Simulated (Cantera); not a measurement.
Input: 1 mol SiHCl₃, 14 mol H₂, held at 1325 K and 75.0 Torr.

Equilibrium computed with Cantera from the NASA thermochemical tables; the gas is ideal and each condensed phase is pure. Candidate condensed phases: Si; 19 gas species. The tables' values for SiCl₃ are old estimates; treat these amounts as uncertain. The numbers say what is thermodynamically allowed, not how fast it happens.

Base state: H₂ 0.875, HCl 0.0842, SiCl₂ 0.0222, SiCl₄ 0.00787, SiCl₃ 0.00567, SiHCl₃ 0.00419, SiH₂Cl₂ 0.000320 (mole fractions); condensed: Si(s).

**Question.** What changes in the equilibrium state with this change: pressure from 75.0 Torr to 165 Torr?

**Answer.** 
```tsv
species	before	after
H₂	0.875	0.884
HCl	0.0842	0.0751
SiCl₂	0.0222	0.0175
SiCl₄	0.00787	0.0108
SiH₃Cl	6.90e-6	1.37e-5
SiH₂Cl₂	0.000320	0.000559
Si(s), mol	0.365	0.354
```

**Question.** What changes in the equilibrium state with this change: H₂ from 14 to 23 mol?

**Answer.** 
```json
[
 {"species": "H₂", "before": "0.875", "after": "0.911"},
 {"species": "HCl", "before": "0.0842", "after": "0.0672"},
 {"species": "SiCl₂", "before": "0.0222", "after": "0.0136"},
 {"species": "SiCl₄", "before": "0.00787", "after": "0.00294"},
 {"species": "SiCl₃", "before": "0.00567", "after": "0.00271"},
 {"species": "SiHCl₃", "before": "0.00419", "after": "0.00204"},
 {"species": "Si(s), mol", "before": "0.365", "after": "0.467"}
]
```
